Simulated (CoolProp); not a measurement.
Vapour pressure (kPa) of R236FA: the reference equation beside estimates from Tc = 398.1 K, pc = 3191 kPa, ω = 0.377.

Computed with CoolProp (reference Helmholtz-energy equation of state, Pan 2012).

```csv
T (K),reference,Lee-Kesler,Peng-Robinson
215.7,4.563,4.438,4.824
221.1,6.709,6.524,7.010
226.5,9.641,9.383,9.974
231.8,13.48,13.14,13.84
237.2,18.62,18.19,18.98
242.5,25.12,24.60,25.46
247.9,33.53,32.93,33.83
253.3,44.08,43.42,44.32
258.6,56.89,56.19,57.02
264,72.83,72.14,72.83
269.3,91.74,91.11,91.58
274.7,114.8,114.3,114.4
280.1,142.2,141.8,141.6
285.4,173.7,173.7,173.0
290.8,211.2,211.5,210.3
```

Absolute difference from the reference over all 15 rows, mean and median: Lee-Kesler 1.5 and 1.5 %, Peng-Robinson 1.5 and 0.5 %.
